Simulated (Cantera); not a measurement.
What does this Cantera script print?

```python
import numpy as np
import cantera as ct

gas = ct.Solution("gri30.yaml")
gas.TPX = 550, 1000000, {'CH4': 1, 'O2': 1.43, 'N2': 5.86, 'H2O': 0.17}
flame = ct.FreeFlame(gas, width=0.008)
flame.set_refine_criteria(ratio=3, slope=0.08, curve=0.16)
flame.transport_model = "mixture-averaged"
flame.solve(loglevel=0, auto=True)
z, T = flame.grid, flame.T
thick = (T[-1] - T[0]) / np.gradient(T, z).max()
show = ['CH4', 'O2', 'H2O', 'C2H4', 'CO2', 'HCO']
print(f"laminar burning velocity  {flame.velocity[0] * 100:.3f} cm/s")
print(f"burnt temperature         {T[-1]:.1f} K")
print(f"thermal thickness         {thick * 1e3:.4f} mm")
print(f"grid points               {len(z)}")
z0 = z[flame.heat_release_rate.argmax()]
print(f"{'z/mm':>9s}{'T/K':>9s}{'u/(m/s)':>9s}" + "".join(f"{s:>11s}" for s in show))
rows = []
for k in (-3, -2, -1.5, -1, -0.5, -0.25, 0, 0.25, 0.5, 1, 2, 4, 8):
    zz = z0 + k * thick
    rows.append([k * thick, np.interp(zz, z, T), np.interp(zz, z, flame.velocity),
                 *(np.interp(zz, z, flame.X[gas.species_index(s)]) for s in show)])
    print(f"{rows[-1][0] * 1e3:9.3f}{rows[-1][1]:9.1f}{rows[-1][2]:9.3f}" + "".join(f"{x:11.3e}" for x in rows[-1][3:]))
```

Output:

```
laminar burning velocity  16.836 cm/s
burnt temperature         2058.8 K
thermal thickness         0.1679 mm
grid points               132
     z/mm      T/K  u/(m/s)        CH4         O2        H2O       C2H4        CO2        HCO
   -0.504    551.3    0.169  1.177e-01  1.684e-01  2.029e-02  3.796e-07  2.579e-06  1.554e-18
   -0.336    561.9    0.173  1.163e-01  1.670e-01  2.201e-02  5.233e-06  3.689e-05  3.821e-16
   -0.252    592.5    0.184  1.134e-01  1.641e-01  2.659e-02  2.503e-05  1.810e-04  2.021e-14
   -0.168    722.2    0.226  1.032e-01  1.526e-01  4.426e-02  1.576e-04  1.185e-03  5.923e-12
   -0.084   1159.7    0.370  7.012e-02  1.086e-01  9.800e-02  9.365e-04  7.407e-03  4.568e-08
   -0.042   1521.1    0.490  4.162e-02  6.723e-02  1.402e-01  1.767e-03  1.527e-02  1.117e-06
    0.000   1844.9    0.599  1.677e-02  2.724e-02  1.766e-01  1.476e-03  2.545e-02  2.106e-06
    0.042   1998.8    0.651  6.952e-03  8.327e-03  1.910e-01  4.056e-04  3.326e-02  9.101e-07
    0.084   2048.0    0.667  4.252e-03  2.761e-03  1.933e-01  1.175e-04  3.752e-02  3.457e-07
    0.168   2068.8    0.674  2.704e-03  4.658e-04  1.917e-01  2.951e-05  4.117e-02  1.104e-07
    0.336   2069.7    0.675  1.689e-03  2.644e-05  1.884e-01  1.075e-05  4.323e-02  6.001e-08
    0.671   2065.4    0.674  9.269e-04  3.755e-07  1.855e-01  4.385e-06  4.358e-02  4.784e-08
    1.343   2061.4    0.674  3.763e-04  1.898e-07  1.837e-01  1.169e-06  4.311e-02  4.176e-08
```

Computed with Cantera and GRI-Mech 3.0 (53 species, 325 reactions). Burning velocities carry a grid error of a few per cent, more on coarse grids.
